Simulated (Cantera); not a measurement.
Feed: 1 mol C₂F₆, 0.033 mol CH₄, equilibrated at 2475 K.

These are equilibrium values from Cantera (NASA tables, ideal gas, pure condensed phases), not measurements of a reactor. Candidate condensed phases: C, C₆H₆, C₇H₈, C₈H₁₈; 95 gas species. The feed counts by its element totals alone. The tables' values for C₂F₄ are old estimates; treat these amounts as uncertain. Gases not in the tables: C₂F₆ and larger saturated fluorocarbons. Kinetics and transport are ignored.

**Question.** At 56.0 mbar, list the 6 most abundant gas species with their mole fractions, and the condensed phases.

**Answer.** CF₂ 0.482, F 0.252, CF₄ 0.190, HF 0.0461, CF₃ 0.0227, CF 0.00761. Condensed: C(graphite).
